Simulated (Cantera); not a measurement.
Mixture: CH₄ : C₂H₆ : O₂ : N₂ : H₂O = 1 : 0.2 : 4.91 : 31.9 : 1.6 (molar parts), at 100000 Pa, adiabatic and at constant volume. Ignition delay is the time to a rise of 400 K.

Detailed kinetics in Cantera: GRI-Mech 3.0 (53 species, 325 reactions).

What does this change do: constant pressure in place of constant volume?


| quantity | before | after |
|---|---|---|
| delay at 1100 K | 16.3 ms | 17.1 ms |
| delay at 1200 K | 3.27 ms | 3.48 ms |
| delay at 1300 K | 1.07 ms | 1.15 ms |
| delay at 1400 K | 0.433 ms | 0.481 ms |
| delay at 1500 K | 0.196 ms | 0.237 ms |
| delay at 1600 K | 98.7 µs | 0.142 ms |
| delay at 1700 K | 55.4 µs | 0.107 ms |

What does this change do: pressure from 100000 Pa to 550000 Pa?


```tsv
quantity	before	after
delay at 1100 K	16.3 ms	8.10 ms
delay at 1200 K	3.27 ms	1.47 ms
delay at 1300 K	1.07 ms	0.395 ms
delay at 1400 K	0.433 ms	0.147 ms
delay at 1500 K	0.196 ms	64.7 µs
delay at 1600 K	98.7 µs	31.4 µs
delay at 1700 K	55.4 µs	16.5 µs
apparent activation energy between 1500 and 1700 K	130 kJ/mol	140 kJ/mol
```
